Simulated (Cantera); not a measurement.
Feed: 1 mol BCl3, 5.4 mol H2, at 1400 °C and 113 Torr.

Cantera equilibrium calculation (NASA polynomials, part measured and part estimated; ideal gas, pure solids and liquids). Candidate condensed phases: B; 13 gas species. The tables' values for BCl2, BCl, BH2 are old estimates; treat these amounts as uncertain. Gases not in the tables: BHCl2. Rates play no part.

Base state: H2 0.631, HCl 0.329, BCl3 0.0356, BCl2 0.00225, BCl 0.00167, H 0.000234, Cl 9.51e-5, BH2 3.09e-5 (mole fractions); condensed: B(s).

### Question
What changes in the equilibrium state with this change: temperature from 1400 °C to 775 °C?

### Answer
```
species      before    after
---------  --------  -------
H2            0.631    0.780
BCl3         0.0356    0.120
HCl           0.329   0.0999
BCl         0.00167  2.23e-8
Cl          9.51e-5  2.06e-9
H          0.000234  1.76e-8
BH2         3.09e-5  9.16e-9
B(s), mol     0.732    0.217
```
